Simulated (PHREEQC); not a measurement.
## Brine

Consider water at 25 °C with 1.6 mol/kgw HCl, 0.53 mol/kgw MnCl2 and 2.2e-05 mol/kgw H4SiO4. Closed to the air; pH follows from the charge balance.

Computed with PHREEQC (Pitzer model, pitzer.dat).

```yaml
pH: -0.52
ionic_strength: 3.19 mol/kgw
activity_of_water: 0.900
density: 1.074 g/cm³
osmotic_coefficient: 1.218
total_alkalinity: -1600 meq/kg
```

```tsv
species	molality	activity	log γ
Cl-	2.66	1.52	-0.244
H+	1.60	3.29	0.313
Mn+2	0.530	0.369	-0.157
H4SiO4	2.20e-5	2.20e-5	0.000
```

This is a speciation only: nothing precipitates in the calculation. Complexes and solids missing from the database can't appear. In brines, pH and single-ion activities rest on the MacInnes convention.
